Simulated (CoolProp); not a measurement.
Vapour-liquid equilibrium of propylene (1) + 1-butene (2) at 0.971 MPa; x and y are mole fractions of (1).

Values from CoolProp's multi-fluid Helmholtz-energy mixture model, Lemmon 2013 and Lemmon 2005; pair parameters Bell 2016.

```
x     bubble temperature (°C)  y at the bubble point  dew temperature at overall composition x (°C)  liquid density (mol/L)
----  -----------------------  ---------------------  ---------------------------------------------  ----------------------
0.05                     66.6             (withheld)                                           68.8                   9.519
0.15                     59.2             (withheld)                                           65.3                   9.837
0.25                     52.5                  0.466                                           61.5                   10.15
0.35               (withheld)                  0.592                                           57.5                   10.45
0.45                     40.9                  0.694                                           53.2                   10.75
0.55                     35.9                  0.777                                           48.6                   11.04
0.65                     31.4                  0.844                                           43.4                   11.32
0.75                     27.2                  0.899                                           37.6                   11.61
0.85                     23.4                  0.945                                           30.9                   11.89
0.95                     19.9                  0.983                                           22.9                   12.17
```

**Question.** Fill in the missing entries.

**Answer.** 
- 0.05, y at the bubble point: 0.113
- 0.15, y at the bubble point: 0.308
- 0.35, bubble temperature (°C): 46.5

No azeotrope shows between x = 0.05 and 0.95.

Pair parameters are fitted to limited data, so mixtures are less certain than the pure fluids.
